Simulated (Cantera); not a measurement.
Input: 1 mol B2H6, 9.5 mol O2, 110 mol N2, 75 mol H2, at 502 °C and 0.00133 bar.

These are equilibrium values from Cantera (NASA tables, ideal gas, pure condensed phases), not measurements of a reactor. Candidate condensed phases: B, BN, B2O3, B3O3H3, H2O; 39 gas species. The feed counts by its element totals alone. Gases not in the tables: H3BO3. The numbers say what is thermodynamically allowed, not how fast it happens.

Base state: N2 0.585, H2 0.330, H2O 0.0850, (HBO2)3 0.000101 (mole fractions); condensed: B2O3(l).

Q: What changes in the equilibrium state with this change: temperature from 502 °C to 1502 °C?

A: 
```
species         before    after
------------  --------  -------
N2               0.585    0.581
H2               0.330    0.325
H2O             0.0850   0.0793
HBO2           4.39e-7   0.0102
H                <1e-9  0.00452
(HBO2)3       0.000101    <1e-9
B2O3(l), mol     0.972        0
```
